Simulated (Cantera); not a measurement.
Charge: 1 mol SiC, 0.36 mol H₂O, 4.3 mol H₂, at 20.0 mbar.

These are equilibrium values from Cantera (NASA tables, ideal gas, pure condensed phases), not measurements of a reactor. Candidate condensed phases: C, C₆H₆, C₇H₈, C₈H₁₈, H₂O, Si, SiC, SiO₂; 123 gas species. Gases not in the tables: Si₂H₆ and higher silanes. Rates play no part.

Over these rows the condensed part is SiC(s). Partial pressures as log10 of bar:

```tsv
T (K)	1000/T (1/K)	log p Si₂C	log p H₂	log p CO	log p SiO
1673	0.5977	-9.33	-1.73	-3.14	-3.14
1773	0.5640	-8.24	-1.73	-3.14	-3.15
1873	0.5339	?	-1.73	-3.14	-3.15
1973	0.5068	-6.39	-1.74	-3.14	-3.15
2073	0.4824	-5.63	-1.74	-3.13	-3.17
2173	0.4602	-4.96	-1.75	-3.09	-3.24
```

Q: Fit log p(Si₂C) = a + b·(1000/T) to the five rows, give the apparent enthalpy, and predict the row at 1873 K.

A: Means: 1000/T = 0.5222, log p = -6.910. Sxy = -0.418156, Sxx = 0.0131127, so b = -31.89 and a = -6.910 − (-31.89)×0.5222 = 9.74.
Apparent enthalpy: −19.145 × (-31.89) = 611 kJ/mol. With the condensed phases at unit activity, 3/2 SiC(s) + 1/2 SiO(g) = Si₂C(g) + 1/2 CO(g) links this pressure to the main gases: over the six rows their terms move log p by -0.08 in all, so the slope is close to that reaction's ΔH°. The five rows lie within 0.03 of the line.
Prediction at 1873 K: 9.74 + (-31.89)×0.5339 = -7.29. The computed value is -7.26, 0.03 from the line.
